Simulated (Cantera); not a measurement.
A Cantera script and what it prints.

```python
import numpy as np
import cantera as ct

gas_names = """
    C CH CH2 CH3 CH2OH CH3O CH4 CH3OH CO CO2 COOH C2 C2H CHCO,ketyl C2H2,acetylene C2H2,vinylidene
    CH2CO,ketene C2H3,vinyl CH3CO,acetyl C2H4 C2H4O,ethylen CH3CHO,ethanal CH3COOH (HCOOH)2 C2H5 C2H6
    CH3OCH3 C2H5OH C2O C3 C3H3,propargyl C3H4,allene C3H4,propyne C3H4,cyclo- C3H5,allyl C3H6,propylene
    C3H6,cyclo- C3H6O C3H7,n-propyl C3H7,i-propyl C3H8 C3H8O,1propanol C3H8O,2propanol C3O2 C4 C4H2
    C4H4,1,3-cyclo- C4H6,butadiene C4H6,2-butyne C4H6,cyclo- C4H8,1-butene C4H8,cis2-buten
    C4H8,tr2-butene C4H8,isobutene C4H8,cyclo- (CH3COOH)2 C4H9,n-butyl C4H9,i-butyl C4H9,s-butyl
    C4H9,t-butyl C4H10,isobutane C4H10,n-butane C5 C5H6,1,3cyclo- C5H8,cyclo- C5H10,1-pentene
    C5H10,cyclo- C5H11,pentyl C5H11,t-pentyl C5H12,n-pentane C5H12,i-pentane CH3C(CH3)2CH3 C6H2
    C6H5,phenyl C6H5O,phenoxy C6H6 C6H5OH,phenol C6H10,cyclo- C6H12,1-hexene C6H12,cyclo- C6H13,n-hexyl
    C7H7,benzyl C7H8 C7H8O,cresol C7H14,1-heptene C7H15,n-heptyl C7H16,n-heptane C8H8,styrene
    C8H10,ethylbenz C8H16,1-octene C8H17,n-octyl C8H18,isooctane C8H18,n-octane C9H19,n-nonyl
    C10H8,naphthale C10H21,n-decyl C12H9,o-bipheny C12H10,bipheny H HCO HO2 H2 HCHO,formaldehy HCOOH H2O
    H2O2 O OH O2 O3 Ti TiO TiO2
""".split()
cond_names = """
    C(gr) C6H6(L) C7H8(L) C8H18(L),n-octa H2O(s) H2O(L) Ti(a) Ti(b) Ti(L) TiC(s) TiC(L) TiO(a) TiO(b)
    TiO(L) TiO2(ru) TiO2(L) Ti2O3(a) Ti2O3(b) Ti2O3(L) Ti3O5(a) Ti3O5(b) Ti3O5(L) Ti4O7(s) Ti4O7(L)
""".split()


def load(file, names, dense=False):
    # The tables refer to 1 bar. Condensed volumes are neglected.
    table = {s.name: s for s in ct.Species.list_from_file(file)}
    out = []
    for n in names:
        d = dict(table[n].input_data)
        d["thermo"] = dict(d["thermo"], **{"reference-pressure": 1e5})
        if dense:
            d["equation-of-state"] = {"model": "constant-volume", "density": "1e6 g/cm^3"}
        out.append(ct.Species.from_dict(d))
    return out


gas = ct.Solution(thermo="ideal-gas", species=load("nasa_gas.yaml", gas_names))
cond = {s.name: ct.Solution(thermo="fixed-stoichiometry", species=[s], name=s.name)
        for s in load("nasa_condensed.yaml", cond_names, dense=True)}
atoms = {
    'Ti(OiPr)4': {'Ti': 1, 'C': 12, 'H': 28, 'O': 4},
    'H2': {'H': 2},
}
top_T = {'C(gr)': 4500}  # K; cautious upper limits of use, not melting points


def equilibrate(T, P, feed):
    n = {}
    for name, mol in feed.items():
        for a, k in atoms[name].items():
            n[a] = n.get(a, 0.0) + k * mol
    gas.TPX = T, P, n
    mass = sum(n.values()) * gas.mean_molecular_weight
    gas.equilibrate("TP")
    valid = [c for c in cond.values() if c.min_temp <= T <= top_T.get(c.name, c.max_temp)]
    mix = ct.Mixture([(gas, mass / gas.mean_molecular_weight)] + [(c, 0.0) for c in valid])
    mix.T, mix.P = T, P
    mix.equilibrate("TP", solver="vcs", rtol=1e-11, max_steps=5000)
    return mix


results = []
feed = {'Ti(OiPr)4': 1, 'H2': 5.3}  # mol
P = 133.322  # Pa
for T in [1800, 1850, 1900, 1950, 2000, 2050, 2100, 2150, 2200]:
    mix = equilibrate(T, P, feed)
    results.append((T, P, feed, dict(zip(mix.species_names, mix.species_moles))))

top = {s: max(r[3][s] / sum(r[3][g] for g in gas_names) for r in results) for s in gas_names}
cols = sorted((s for s in top if top[s] > 0.0001), key=lambda s: -top[s])[:5]
seen = [c for c in cond_names if any(r[3].get(c, 0) > 1e-12 for r in results)]
print("log10 of partial pressures in bar; condensed amounts in mol")
print(f"{'T/K':>10s}" + "".join(f"{s[:9]:>10s}" for s in cols + seen))
for T, P, feed, n in results:
    ng = sum(n[g] for g in gas_names)
    print(f"{T:10.4g}" + "".join(f"{np.log10(max(n[s] / ng * P / 1e5, 1e-99)):10.3f}" for s in cols)
          + "".join(f"{n.get(c, 0):10.4g}" for c in seen))
```

It prints:

```
log10 of partial pressures in bar; condensed amounts in mol
       T/K        H2        CO         H C2H2,acet     C(gr)    TiC(s)
      1800    -2.961    -3.642    -4.927    -6.717     6.993         1
      1850    -2.963    -3.643    -4.750    -6.546      6.99         1
      1900    -2.967    -3.645    -4.584    -6.385     6.985         1
      1950    -2.971    -3.647    -4.426    -6.233     6.979         1
      2000    -2.977    -3.649    -4.277    -6.091     6.971         1
      2050    -2.984    -3.652    -4.136    -5.958      6.96         1
      2100    -2.995    -3.657    -4.004    -5.835     6.947    0.9999
      2150    -3.008    -3.662    -3.879    -5.721      6.93    0.9998
      2200    -3.025    -3.670    -3.762    -5.616     6.909    0.9995
```

Method: chemical equilibrium by Gibbs-energy minimisation in Cantera with the NASA 1993 tables (ideal gas, pure condensed phases). The feed counts by its element totals alone. TiC: taken at fixed stoichiometry.
